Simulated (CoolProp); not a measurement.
Saturation properties of R134a.

Model: reference Helmholtz-energy equation of state, Tillner-Roth 1994, in CoolProp.

```
T (°C)  p (MPa)  vapour density (kg/m³)  enthalpy of vaporisation (kJ/kg)  liquid cp (kJ/(kg K))  surface tension (mN/m)
------  -------  ----------------------  --------------------------------  ---------------------  ----------------------
4.15     0.3394                   16.64                             195.4                  1.353                    10.8
7.15     0.3766                   18.41                             193.0                    ___                    10.4
10.05    0.4153                   20.26                             190.7                  1.371                    10.0
13.05    0.4585                   22.33                             188.2                  1.380                     ___
16.05       ___                   24.56                             185.7                  1.391                    9.22
19.05    0.5551                   26.98                             183.1                  1.401                    8.82
22.05    0.6088                   29.58                             180.5                  1.413                    8.42
25.05    0.6664                   32.40                               ___                  1.425                    8.02
28.05    0.7279                   35.44                             175.0                    ___                    7.63
30.95    0.7914                   38.60                             172.2                  1.451                     ___
```

**Question.** What belongs in the gaps?

**Answer.** 
- 7.15, liquid cp (kJ/(kg K)): 1.362
- 13.05, surface tension (mN/m): 9.63
- 16.05, p (MPa): 0.5051
- 25.05, enthalpy of vaporisation (kJ/kg): 177.7
- 28.05, liquid cp (kJ/(kg K)): 1.438
- 30.95, surface tension (mN/m): 7.26

It boils at -26.1 °C under 1 atm.

Surface tension comes from a separate correlation (Mulero 2012).
